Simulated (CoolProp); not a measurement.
Computed with CoolProp (reference Helmholtz-energy equation of state, Jacobsen 1992).

Give the vapour pressure (MPa), liquid density (kg/m³), enthalpy of vaporisation (kJ/kg), liquid cp (kJ/(kg K)) of saturated R11 at 14.05, 135.25 °C.


```csv
T (°C),p (MPa),liquid density (kg/m³),enthalpy of vaporisation (kJ/kg),liquid cp (kJ/(kg K))
14.05,0.0710,1500,185,0.871
135.25,1.64,1150,124,1.10
```
